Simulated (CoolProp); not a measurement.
Cyclopentane along the isotherm 315 K: density (kg/m³) from the reference equation and from simpler models built on Tc = 511.7 K, pc = 4583 kPa, ω = 0.202; each cubic takes its own stable root.

Computed with CoolProp (reference Helmholtz-energy equation of state, Gedanitz 2015).

| p (kPa) | phase | reference |
|---|---|---|
| 21.7 | gas | 0.5857 |
| 32.8 | gas | 0.8890 |
| 49.5 | gas | 1.350 |
| 74.6 | gas | 2.054 |
| 113 | liquid | 723.5 |
| 170 | liquid | 723.6 |
| 256 | liquid | 723.7 |
| 387 | liquid | 723.8 |
| 583 | liquid | 724.0 |
| 880 | liquid | 724.4 |
| 1330 | liquid | 724.9 |
| 2000 | liquid | 725.6 |
| 3020 | liquid | 726.7 |
| 4560 | liquid | 728.4 |
| 6870 | liquid | 730.8 |

How far does each simpler model (van der Waals, Redlich-Kwong, Soave-Redlich-Kwong, Peng-Robinson) lie from the reference over these 15 states: mean and median of the absolute difference, and the worst?


- van der Waals: mean 43.3 %, median 35.9 %, worst -99.6 % at 315 K and 113 kPa
- Redlich-Kwong: mean 10.9 %, median 6.2 %, worst -99.6 % at 315 K and 113 kPa
- Soave-Redlich-Kwong: mean 3.1 %, median 4.1 %, worst -4.3 % at 315 K and 113 kPa
- Peng-Robinson: mean 6.1 %, median 8.2 %, worst +8.4 % at 315 K and 6870 kPa

At some of these states van der Waals, Redlich-Kwong gives the other phase, because its saturation line lies elsewhere.
